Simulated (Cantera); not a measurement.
A closed system holds: 1 mol TEOS, 0.11 mol N2O, at 3.10 mbar.

These are equilibrium values from Cantera (NASA tables, ideal gas, pure condensed phases), not measurements of a reactor. Candidate condensed phases: C, C6H6, C7H8, C8H18, H2O, Si, SiC, SiO2, Si2N2O, Si3N4; 151 gas species. The feed counts by its element totals alone. Mutual solubility and eutectic melting of coexisting phases are not modelled. The tables hold silica as quartz up to 1696 K and as liquid above; real silica turns to tridymite and cristobalite and melts near 1996 K. Kinetics and transport are ignored.

**Question.** Which condensed phases are stable at each of these points (T (K)): 998, 1098, 1198, 1298, 1398, 1498, 1598, 1698, 1798?

**Answer.** 
| T (K) | condensed phases | Si condensed (%) |
|---|---|---|
| 998 | C(graphite) + SiO2(β-quartz) | 100.0 |
| 1098 | C(graphite) + SiO2(β-quartz) | 100.0 |
| 1198 | C(graphite) + SiO2(β-quartz) | 100.0 |
| 1298 | C(graphite) + SiO2(β-quartz) + Si2N2O(s) | 99.9 |
| 1398 | C(graphite) + SiC(s) | 99.5 |
| 1498 | C(graphite) + SiC(s) | 99.2 |
| 1598 | C(graphite) + SiC(s) | 98.8 |
| 1698 | C(graphite) + SiC(s) | 98.3 |
| 1798 | C(graphite) + SiC(s) | 97.7 |

From 998 K to 1198 K the condensed part is C(graphite) + SiO2(β-quartz). At 1298 K the condensed part is C(graphite) + SiO2(β-quartz) + Si2N2O(s). From 1398 K to 1798 K the condensed part is C(graphite) + SiC(s).
